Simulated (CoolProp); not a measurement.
Values from CoolProp's reference Helmholtz-energy equation of state, Span 2000.

### Question
For nitrogen, give the phase and the cp (kJ/(kg K)), Prandtl number at 128.5 K and 0.0579 MPa.

### Answer
- 128.5 K and 0.0579 MPa: gas; cp 1.05, Prandtl number 0.763

Viscosity comes from a separate model (Lemmon 2004). Thermal conductivity comes from a separate model (Lemmon 2004).
